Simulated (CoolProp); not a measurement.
Vapour-liquid equilibrium of benzene (1) + m-xylene (2) at 33.2 kPa; x and y are mole fractions of (1).

Values from CoolProp's multi-fluid Helmholtz-energy mixture model, Thol 2012 and Zhou 2012; pair parameters Bell 2016.

Task: Give the bubble temperature and the first vapour's composition at x = 0.05, 0.275, 0.425. Is there an azeotrope?

Result: x = 0.05: 368.4 K, y = 0.239; x = 0.275: 348.4 K, y = 0.720; x = 0.425: 340.0 K, y = 0.841. No azeotrope shows between x = 0.05 and 0.95.

The pair parameters rest on a limited set of measurements; away from them the model extrapolates.
